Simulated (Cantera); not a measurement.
An adiabatic, constant-pressure homogeneous reactor starts with CO : H2 : O2 : N2 = 1 : 0.41 : 1.08 : 4.08 (molar parts), equivalence ratio 0.65, at 1275 K and 4.93 atm.

Model: GRI-Mech 3.0 (53 species, 325 reactions), integrated in Cantera. The hydrogen kinetics of GRI-Mech 3.0 are dated; newer H2 mechanisms differ, most at raised pressure.

Question: Predict: time of steepest temperature rise; temperature at 2.00 s; equilibrium temperature; x(CO) at 2.00 s; x(H2) at 2.00 s; x(O2) at 2.00 s; x(H2O2) at 2.00 s; x(CO2) at 2.00 s; x(N2O) at 2.00 s; x(OH) at 2.00 s.

Answer: time of steepest temperature rise: 12.7 µs
temperature at 2.00 s: 2636 K
equilibrium temperature: 2636 K
x(CO) at 2.00 s: 0.0195 (gas-phase equilibrium 0.0195)
x(H2) at 2.00 s: 0.00126 (gas-phase equilibrium 0.00126)
x(O2) at 2.00 s: 0.0625 (gas-phase equilibrium 0.0625)
x(H2O2) at 2.00 s: 3.28e-7 (gas-phase equilibrium 3.28e-7)
x(CO2) at 2.00 s: 0.149 (gas-phase equilibrium 0.149)
x(N2O) at 2.00 s: 1.69e-6 (gas-phase equilibrium 1.69e-6)
x(OH) at 2.00 s: 0.00850 (gas-phase equilibrium 0.00850)
